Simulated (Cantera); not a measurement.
Cantera with NASA thermochemical tables; ideal gases at 1 bar, condensed phases pure. Values are per mole of reaction as written; species without (g) are pure solids or liquids, kept so even where they would boil at 1 bar.

**Question.** Between 373 and 823 K, where is each reaction favourable under standard conditions?
- 2 AlCl(g) → Cl2(g) + 2 Al
- 2 Al + 6 Cl(g) → Al2Cl6(g)

**Answer.** 
- 2 AlCl(g) → Cl2(g) + 2 Al: ΔG° is 169 kJ at 373 K and 243 kJ at 823 K; it stays positive (K < 1). ΔH° is 113 kJ and ΔS° -158 J/K at 823 K.
- 2 Al + 6 Cl(g) → Al2Cl6(g): ΔG° is -1810 kJ at 373 K and -1547 kJ at 823 K; it stays negative (K > 1). ΔH° is -2033 kJ and ΔS° -591 J/K at 823 K.
